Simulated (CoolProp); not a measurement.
Computed with CoolProp (reference Helmholtz-energy equation of state, Lemmon 2016).

Task: Give the vapour pressure (MPa), vapour density (kg/m³), enthalpy of vaporisation (kJ/kg) of saturated R115 at 215.4, 249.1, 282.9 K.

Result: 
| T (K) | p (MPa) | vapour density (kg/m³) | enthalpy of vaporisation (kJ/kg) |
|---|---|---|---|
| 215.4 | 0.0407 | 3.59 | 132 |
| 249.1 | 0.190 | 15.2 | 119 |
| 282.9 | 0.593 | 45.8 | 103 |
